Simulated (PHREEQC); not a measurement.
Solution (55 °C): 0.05 mol CdSO4, 0.0001 mol KCl and 9e-05 mol NiCl2 per kg of water. Closed to the air; pH follows from the charge balance.

Computed with PHREEQC (ion-association model, wateq4f.dat).

Precipitation was switched off in this run.

Question: What pH, ionic strength does the model give?

Answer: pH 5.77; ionic strength 0.0990 mol/kgw.

Question: In which forms is Cl present?

Answer: Cl- 53 %, CdCl+ 47 % of the Cl.

At this temperature some constants are extrapolated from 25 °C, and those without enthalpy data are left unchanged.
